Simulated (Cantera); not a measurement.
Charge: 1 mol BN, 11 mol Cl₂, 0.81 mol H₂, 3 mol O₂.

Method: chemical equilibrium by Gibbs-energy minimisation in Cantera with the NASA 1993 tables (ideal gas, pure condensed phases). Candidate condensed phases: B, BN, B₂O₃, B₃O₃H₃, H₂O, NH₄Cl; 49 gas species. The tables' values for BCl₂ are old estimates. Kinetics and transport are ignored.

Question: What condenses at these points (T in K, P in Pa): (1750, 3.6); (1500, 13); (1800, 46); (1500, 46); (1500, 170)?

Answer: 
```
T (K)  P in Pa  condensed phases  B condensed (%)
-----  -------  ----------------  ---------------
1750       3.6          gas only              0.0
1500        13          gas only              0.0
1800        46          gas only              0.0
1500        46          gas only              0.0
1500       170              B₂O₃             20.3
```
